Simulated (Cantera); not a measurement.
A freely propagating, adiabatic, planar premixed flame of C3H8 : O2 : N2 = 1 : 4.17 : 10.8 (molar parts), equivalence ratio 1.2, unburnt at 375 K and 0.710 bar; multicomponent+Soret transport, grid criteria slope 0.08 and curve 0.16, no radiation.

Detailed kinetics in Cantera: GRI-Mech 3.0 (53 species, 325 reactions). GRI-Mech 3.0 was tuned for natural gas; its chemistry of propane as a main component is partial and can be far from experiment. Burning velocities carry a grid error of a few per cent, more on coarse grids.

x: mole fraction of selected species; z is measured from the peak of heat release.

| z (mm) | T (K) | u (m/s) | x C3H8 | x O2 | x H | x CH4 | x C2H | x CH2O |
|---|---|---|---|---|---|---|---|---|
| -0.890 | 375 | 1.15 | 0.0626 | 0.261 | <1e-8 | 1.84e-7 | <1e-8 | 2.62e-8 |
| -0.593 | 375 | 1.15 | 0.0625 | 0.260 | <1e-8 | 3.14e-6 | <1e-8 | 7.38e-7 |
| -0.445 | 378 | 1.17 | 0.0624 | 0.260 | <1e-8 | 2.01e-5 | <1e-8 | 7.11e-6 |
| -0.297 | 418 | 1.30 | 0.0626 | 0.255 | 6.42e-8 | 0.000225 | <1e-8 | 0.000145 |
| -0.148 | ? | 2.87 | ? | ? | ? | ? | <1e-8 | ? |
| -0.0742 | 1399 | 4.78 | 0.0166 | 0.142 | 0.00141 | 0.00437 | 2.25e-7 | 0.00266 |
| 0 | 1860 | 6.61 | 0.000634 | 0.0796 | 0.00646 | 0.00271 | 9.52e-6 | 0.00124 |
| 0.0742 | 2091 | 7.51 | 1.42e-6 | 0.0416 | 0.0126 | 0.000572 | 1.44e-5 | 0.000264 |
| 0.148 | 2161 | 7.75 | <1e-8 | 0.0245 | 0.0166 | 6.45e-5 | 2.97e-6 | 3.93e-5 |
| 0.297 | 2198 | 7.84 | <1e-8 | ? | 0.0192 | ? | ? | ? |
| 0.593 | 2235 | 7.92 | <1e-8 | 0.0117 | 0.0189 | <1e-8 | <1e-8 | <1e-8 |
| 1.19 | 2283 | 8.06 | <1e-8 | 0.0102 | 0.0166 | <1e-8 | <1e-8 | <1e-8 |
| 2.37 | 2349 | 8.26 | <1e-8 | 0.00838 | 0.0133 | <1e-8 | <1e-8 | <1e-8 |

Question: Some entries are withheld; supply them.

Answer: 
- -0.148, T (K): 887
- -0.148, x C3H8: 0.0486
- -0.148, x O2: 0.204
- -0.148, x H: 0.000135
- -0.148, x CH4: 0.00258
- -0.148, x CH2O: 0.00190
- 0.297, x O2: 0.0147
- 0.297, x CH4: 4.84e-7
- 0.297, x C2H: 2.06e-8
- 0.297, x CH2O: 3.21e-7
